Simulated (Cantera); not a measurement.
Feed: 1 mol CuO, a varied amount of F2, at 1450 K and 0.00120 bar.

Method: chemical equilibrium by Gibbs-energy minimisation in Cantera with the NASA 1993 tables (ideal gas, pure condensed phases). Candidate condensed phases: Cu, CuF2, CuO, Cu2O; 13 gas species. The numbers say what is thermodynamically allowed, not how fast it happens.

x: gas mole fraction; nothing condenses.

```tsv
n(F2) (mol)	x F	x CuF2	x O2	x CuF
0.94	0.0114	0.569	0.330	0.0904
2.5	0.667	0.222	0.111	0.000600
4.1	0.805	0.130	0.0649	0.000291
5.6	0.860	0.0933	0.0467	0.000196
7.2	0.892	…	…	…
8.7	0.911	0.0591	0.0296	0.000117
10	0.923	0.0512	0.0256	0.000100
12	0.936	…	0.0213	…
13	0.941	0.0391	0.0196	7.51e-5
15	0.949	0.0338	0.0169	6.44e-5
17	0.955	0.0298	0.0149	5.63e-5
```

Complete the blanks.


- 7.2, x CuF2: 0.0718
- 7.2, x O2: 0.0360
- 7.2, x CuF: 0.000145
- 12, x CuF2: 0.0425
- 12, x CuF: 8.19e-5
